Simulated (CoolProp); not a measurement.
Water at 463.48 K and 3.13 MPa is throttled through a valve to 1.27 MPa with no heat exchange. Each further row changes one setting.

Model: reference Helmholtz-energy equation of state, Wagner 2002, in CoolProp.

```csv
case,temperature change (K),final phase,final density (kg/m³)
as stated,+0.2,liquid,[?]
outlet pressure 0.381 MPa,[?],[?],[?]
outlet pressure 1.65 MPa,+0.2,liquid,[?]
```

Q: Complete the blanks.

A: 
- as stated, final density (kg/m³): 875
- outlet pressure 0.381 MPa, temperature change (K): -48.5
- outlet pressure 0.381 MPa, final phase: two-phase, vapour fraction 0.099
- outlet pressure 0.381 MPa, final density (kg/m³): 20.4
- outlet pressure 1.65 MPa, final density (kg/m³): 876
